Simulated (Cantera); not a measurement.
A diamond (100) surface in a fixed gas of H2 with x(CH4) = 0.028, x(H) = 0.0021, x(CH3) = 0.00013, 17.3 Torr; coverages are run to steady state.

Computed with Cantera and the Harris–Goodwin 1993 mechanism for the reconstructed diamond (100) surface.

One state of this run: growth (µm/h) = 0.388; θ c6HH = 0.449; θ c6H* = 0.0378; θ c6*H = 0.484; θ c6** = 0.0264; θ c6HM = 0.00102. θ: site fractions in the mechanism's names (c6HH fully hydrogenated, c6H* and c6*H radical sites, c6** diradical, c6HM methylated).

Question: Which value of T (K) does it belong to?
A) 1400
B) 950
C) 1200
D) 1000

Answer: C, 1200
